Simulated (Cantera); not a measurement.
Charge: 1 mol C₂H₅OH, 0.072 mol CO₂, 0.54 mol H₂, equilibrated at 5.20 bar.

Method: chemical equilibrium by Gibbs-energy minimisation in Cantera with the NASA 1993 tables (ideal gas, pure condensed phases). Candidate condensed phases: C, C₆H₆, C₇H₈, C₈H₁₈, H₂O; 110 gas species. Rates play no part.

**Question.** What share of the C ends up in condensed phases as a function of T (K), at 798, 873, 948, 1023, 1098, 1173, 1248?

**Answer.** 
```tsv
T (K)	C condensed (%)	as
798	40.6	C(graphite)
873	45.0	C(graphite)
948	47.6	C(graphite)
1023	46.7	C(graphite)
1098	43.8	C(graphite)
1173	42.1	C(graphite)
1248	41.9	C(graphite)
```
